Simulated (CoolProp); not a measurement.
Vapour-liquid equilibrium of R134a (1) + R141b (2) at 291.4 K; x and y are mole fractions of (1).

The numbers come from the multi-fluid Helmholtz-energy mixture model, Tillner-Roth 1994 and Lemmon 2006; pair parameters Bell 2016 in CoolProp.

Problem. Give the bubble pressure and the first vapour's composition at x = 0.5, 0.65, 0.95. Is there an azeotrope?

Solution. x = 0.5: 0.3501 MPa, y = 0.889; x = 0.65: 0.4068 MPa, y = 0.922; x = 0.95: 0.5195 MPa, y = 0.986. No azeotrope shows between x = 0.05 and 0.95.

The pair parameters rest on a limited set of measurements; away from them the model extrapolates.
